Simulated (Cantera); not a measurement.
Feed: 1 mol B2O3, 36 mol HCl, 18 mol O2, at 1923.15 K and 0.0133 bar.

Equilibrium computed with Cantera from the NASA thermochemical tables; the gas is ideal and each condensed phase is pure. Candidate condensed phases: B, B2O3, B3O3H3, H2O; 33 gas species. The tables' values for BOCl are old estimates; treat these amounts as uncertain. The numbers say what is thermodynamically allowed, not how fast it happens.

Base state: HCl 0.434, O2 0.262, Cl 0.185, H2O 0.0775, HBO2 0.0300, OH 0.00379, BO2 0.00178, O 0.00161 (mole fractions); condensed: gas only.

**Question.** What changes in the equilibrium state with this change: HCl from 36 to 2 mol?

**Answer.** 
```json
[
 {"species": "O2", "before": "0.262", "after": "0.822"},
 {"species": "Cl", "before": "0.185", "after": "0.0589"},
 {"species": "HBO2", "before": "0.0300", "after": "0.0421"},
 {"species": "HCl", "before": "0.434", "after": "0.0334"},
 {"species": "B2O3", "before": "0.00107", "after": "0.0202"},
 {"species": "H2O", "before": "0.0775", "after": "0.00809"},
 {"species": "BO2", "before": "0.00178", "after": "0.0103"},
 {"species": "H2", "before": "0.000207", "after": "1.22e-5"},
 {"species": "Cl2", "before": "0.00155", "after": "0.000156"},
 {"species": "HOCl", "before": "1.08e-5", "after": "1.47e-6"}
]
```
